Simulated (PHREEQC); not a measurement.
# Copper plating or etch bath: speciation

Consider water at 15 °C with 21 mmol/kgw Cu(NO3)2, 0.57 mmol/kgw HBF4 and 3.8 mmol/kgw Na2SO4. Closed to the air; pH follows from the charge balance.

Equilibrium calculation in PHREEQC: ion-association model, phreeqc.dat.

The pH is 3.03 and the ionic strength is 0.0691 mol/kgw. The specific conductance is 3980 µS/cm and the density is 1.003 g/cm³. The total alkalinity is -2.28 meq/kg.

| species | molality | activity | log γ |
|---|---|---|---|
| NO3- | 0.0420 | 0.0330 | -0.105 |
| Cu+2 | 0.0194 | 0.00869 | -0.348 |
| Na+ | 0.00756 | 0.00612 | -0.092 |
| SO4-2 | 0.00218 | 0.000925 | -0.372 |
| CuSO4 | 0.00150 | 0.00153 | 0.007 |
| H+ | 0.00112 | 0.000941 | -0.074 |
| F- | 0.000986 | 0.000781 | -0.101 |
| HF | 0.000909 | 0.000924 | 0.007 |
| H3BO3 | 0.000500 | 0.000508 | 0.007 |

This is a speciation only: nothing precipitates in the calculation. Species that the database lacks are ignored. Real BF4- forms and hydrolyses slowly; the run takes it at equilibrium.
